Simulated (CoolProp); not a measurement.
A Linde-Hampson liquefier for dry air: isothermal reversible compression at 250 K from 1 atm to 40 MPa, throttling to 1 atm, return gas leaving the recuperator 0 K below the feed. Each further row changes one setting.

Model: reference Helmholtz-energy equation of state, Lemmon 2000, in CoolProp. It is a pseudo-pure fit of the blend.

| case | liquid yield per pass | compression work (kJ/kg of gas) |
|---|---|---|
| as stated | 0.173 | 424 |
| high pressure 80 MPa | 0.134 | 496 |
| warm-end temperature 280 K | 0.128 | 482 |
| warm-end gap 5 K | 0.161 | 424 |
